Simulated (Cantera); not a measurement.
# Equilibrium for chlorosilane synthesis and conversion: Si + HCl + H2

A closed system holds: 1 mol Si, 0.75 mol HCl, 0.64 mol H2, at 6300 Torr.

Cantera equilibrium calculation (NASA polynomials, part measured and part estimated; ideal gas, pure solids and liquids). Candidate condensed phases: Si; 19 gas species. The tables' values for SiCl3 are old estimates; treat these amounts as uncertain. The numbers say what is thermodynamically allowed, not how fast it happens.

From 702 °C to 1052 °C the condensed part is Si(s). The main Si-bearing gas is SiCl4 throughout.

```tsv
T (°C)	x H2	x SiCl4	x SiHCl3	x HCl	x SiCl3	n Si(s)
702	0.811	0.0910	0.0839	0.00503	0.000402	0.784
752	0.810	0.0909	0.0824	0.00768	0.000752	0.785
802	0.807	0.0905	0.0807	0.0112	0.00132	0.786
852	0.804	0.0895	0.0788	0.0159	0.00220	0.788
902	0.800	0.0880	0.0766	0.0217	0.00347	0.789
952	0.795	0.0858	0.0740	0.0287	0.00524	0.791
1002	0.789	0.0826	0.0709	0.0371	0.00758	0.792
1052	0.781	0.0784	0.0672	0.0467	0.0105	0.793
```
x: gas mole fraction; n: condensed amount in mol.
